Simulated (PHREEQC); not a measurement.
Consider water at 20 °C with 0.29 mol Pb(NO3)2, 0.00016 mol ZnCl2 and 0.0098 mol NaF per kg of water. It is in equilibrium with CO2 at log p = 0 (atm). Otherwise closed; pH follows from the charge balance.

Computed with PHREEQC (ion-association model, wateq4f.dat).

This is a speciation only: nothing precipitates in the calculation.

Problem. Estimate the pH.

Solution. pH 3.47.

Problem. In which forms is C present?

Solution. CO2 95 %, PbHCO3+ 4.8 % of the C.

Saturation is exceeded, for instance for Matlockite, PbF2; the values hold only as long as no solid forms.
